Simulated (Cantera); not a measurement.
## Thermodynamics of silicon oxide and oxynitride deposition, feed SiH4 + NO + N2

Input: 1 mol SiH4, 21 mol NO, 170 mol N2, equilibrated at 10.0 mbar.

These are equilibrium values from Cantera (NASA tables, ideal gas, pure condensed phases), not measurements of a reactor. Candidate condensed phases: H2O, Si, SiO2, Si2N2O, Si3N4; 35 gas species. The tables hold silica as quartz up to 1696 K and as liquid above; real silica turns to tridymite and cristobalite and melts near 1996 K. Equilibrium is a limit: real reactors are often held back by kinetics, nucleation or transport.

At 750 K the condensed part is SiO2(α-quartz). From 850 K to 1450 K the condensed part is SiO2(β-quartz).

| T (K) | log p N2 | log p O2 | log p H2O | log p NO | log p OH | log p O | log p H2 | log p NO2 | n SiO2(α-quartz) | n SiO2(β-quartz) |
|---|---|---|---|---|---|---|---|---|---|---|
| 750 | -2.02 | -3.35 | -3.98 | -8.39 | -11.92 | <-14 | <-14 | -9.99 | 1.00 | 0 |
| 850 | -2.02 | -3.35 | -3.98 | -7.64 | -10.59 | -13.81 | <-14 | -9.71 | 0 | 1.00 |
| 950 | -2.02 | -3.35 | -3.98 | -7.05 | -9.54 | -12.17 | -13.04 | -9.50 | 0 | 1.00 |
| 1050 | -2.02 | -3.35 | -3.98 | -6.57 | -8.69 | -10.85 | -11.75 | -9.32 | 0 | 1.00 |
| 1150 | -2.02 | -3.35 | -3.98 | -6.18 | -7.99 | -9.76 | -10.67 | -9.18 | 0 | 1.00 |
| 1250 | -2.02 | -3.35 | -3.98 | -5.85 | -7.40 | -8.84 | -9.77 | -9.06 | 0 | 1.00 |
| 1350 | -2.02 | -3.35 | -3.98 | -5.56 | -6.90 | -8.05 | -8.99 | -8.95 | 0 | 1.00 |
| 1450 | -2.02 | -3.35 | -3.98 | -5.32 | -6.46 | -7.37 | -8.33 | -8.86 | 0 | 1.00 |
log p: log10 of the partial pressure in bar; n: condensed amount in mol.
